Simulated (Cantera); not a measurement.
An adiabatic, constant-volume homogeneous reactor starts with H2 : O2 : N2 = 1 : 0.417 : 1.57 (molar parts), at 1223 K and 750 Torr. Integrator tolerance rtol = 1e-08.

Cantera simulation using the H2/O2 subset of GRI-Mech 3.0, which has no nitrogen chemistry; the numbers are that mechanism's predictions, not measurements.

Q: What does this change do: initial temperature 1223 to 1773 K?

A: 
```tsv
quantity	before	after
time of steepest temperature rise	40.1 µs	6.08 µs
temperature at 2.00 s	2976 K	3068 K
equilibrium temperature	2976 K	3068 K
x(H2) at 2.00 s	0.0835 (gas-phase equilibrium 0.0835)	0.0928 (gas-phase equilibrium 0.0928)
x(O2) at 2.00 s	0.00766 (gas-phase equilibrium 0.00766)	0.0119 (gas-phase equilibrium 0.0119)
x(O) at 2.00 s	0.00621 (gas-phase equilibrium 0.00621)	0.0123 (gas-phase equilibrium 0.0123)
x(H) at 2.00 s	0.0289 (gas-phase equilibrium 0.0289)	0.0470 (gas-phase equilibrium 0.0470)
x(HO2) at 2.00 s	6.63e-6 (gas-phase equilibrium 6.63e-6)	9.36e-6 (gas-phase equilibrium 9.36e-6)
```
Above 3000 K some thermodynamic fits are extrapolated.
